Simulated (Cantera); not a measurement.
Input: 1 mol C₂H₂, a varied amount of O₂, held at 2575 °C and 10.0 mbar.

Cantera equilibrium calculation (NASA polynomials, part measured and part estimated; ideal gas, pure solids and liquids). Candidate condensed phases: C, C₆H₆, C₇H₈, C₈H₁₈, H₂O; 110 gas species. Equilibrium is a limit: real reactors are often held back by kinetics, nucleation or transport.

Question: At 0.93 mol O₂, list the 6 most abundant gas species with their mole fractions, and the condensed phases.

Answer: CO 0.537, H 0.331, H₂ 0.118, C₃ 0.00565, C₂H₂ (acetylene) 0.00459, C₂H 0.00177. Condensed: C(graphite).
